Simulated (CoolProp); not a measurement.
The fluid at 298.15 K and 9.4 MPa flows at 0.57 m/s in a round tube of 10 mm bore and 45 µm roughness, fully developed (64/Re and Nu = 3.66 if laminar; Colebrook and Gnielinski if turbulent). The same conditions are run with several fluids, on thermodynamics alone (safety and materials aside).

Model: reference Helmholtz-energy equation of state of each fluid (R13: Platzer 1990; R507A: Lemmon 2003; R227EA: Lemmon 2016; R410A: Lemmon 2003; R141b: Lemmon 2006), in CoolProp. The equations of Platzer and Polt are older, rougher fits. Blends and air are pseudo-pure fits.

Problem. Rank R13, R507A, R227EA, R410A, R141b by Reynolds number, highest first.

Solution. R13 (67200), R410A (45200), R507A (39800), R227EA (28400), R141b (15800)

```json
[
 {"fluid": "R13", "Darcy friction factor": "0.0309", "pressure drop (Pa/m)": "547", "heat-transfer coefficient (W/(m² K))": "1800", "mass flow (kg/h)": "176"},
 {"fluid": "R507A", "Darcy friction factor": "0.0318", "pressure drop (Pa/m)": "578", "heat-transfer coefficient (W/(m² K))": "1810", "mass flow (kg/h)": "180"},
 {"fluid": "R227EA", "Darcy friction factor": "0.0326", "pressure drop (Pa/m)": "766", "heat-transfer coefficient (W/(m² K))": "1420", "mass flow (kg/h)": "233"},
 {"fluid": "R410A", "Darcy friction factor": "0.0315", "pressure drop (Pa/m)": "572", "heat-transfer coefficient (W/(m² K))": "2400", "mass flow (kg/h)": "180"},
 {"fluid": "R141b", "Darcy friction factor": "0.0347", "pressure drop (Pa/m)": "706", "heat-transfer coefficient (W/(m² K))": "1200", "mass flow (kg/h)": "202"}
]
```

Transport values come from each fluid's own correlations; those of R13, R227EA, R141b are estimates that may be off by 10 % or more.
